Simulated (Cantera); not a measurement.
## Equilibrium for silicon epitaxy and polysilicon growth: SiCl4 + HCl + N2

Feed: 1 mol SiCl4, 0.2 mol HCl, a varied amount of N2, equilibrated at 625 °C and 18.8 Torr.

Cantera equilibrium calculation (NASA polynomials, part measured and part estimated; ideal gas, pure solids and liquids). Candidate condensed phases: NH4Cl, Si, Si3N4; 28 gas species. Rates play no part.

```
n(N2) (mol)  log p N2  log p SiCl4  log p HCl  log p Cl  log p SiCl3  log p H2  log p Cl2
-----------  --------  -----------  ---------  --------  -----------  --------  ---------
4.9             -1.70        -2.39      -3.09     -8.62        -8.69     -8.88      -8.94
7.5             -1.67        -2.54      -3.24     -8.70        -8.77     -9.03      -9.10
12              -1.64        -2.72      -3.42     -8.79        -8.85     -9.21      -9.28
18              -1.63        -2.89      -3.58     -8.87        -8.93     -9.36      -9.45
28              -1.62        -3.07      -3.77     -8.97        -9.02     -9.54      -9.64
43              -1.61        -3.25      -3.95     -9.06        -9.11     -9.71      -9.83
66              -1.61        -3.43      -4.13     -9.15        -9.20     -9.89     -10.01
100             -1.61        -3.61      -4.31     -9.25        -9.28    -10.06     -10.20
160             -1.61        -3.81      -4.51     -9.35        -9.38    -10.26     -10.40
```
log p: log10 of the partial pressure in bar; nothing condenses.

From 4.9 mol N2 to 160 mol N2 nothing is condensed. The main Si-bearing gas is SiCl4 throughout.
